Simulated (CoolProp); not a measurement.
Vapour-liquid equilibrium of CHF3 (R23) (1) + sulfur hexafluoride (2) at 238 K; x and y are mole fractions of (1).

Computed with CoolProp (multi-fluid Helmholtz-energy mixture model, Penoncello 2003 and Guder 2009; pair parameters Bell 2016).

Problem. Give the bubble pressure and the first vapour's composition at x = 0.575, 0.65, 0.725. Is there an azeotrope?

Solution. x = 0.575: 847.4 kPa, y = 0.673; x = 0.65: 862.0 kPa, y = 0.711; x = 0.725: 871.8 kPa, y = 0.753. y crosses x between x = 0.8 and 0.875: the model has an azeotrope there.

Pair parameters are fitted to limited data, so mixtures are less certain than the pure fluids.
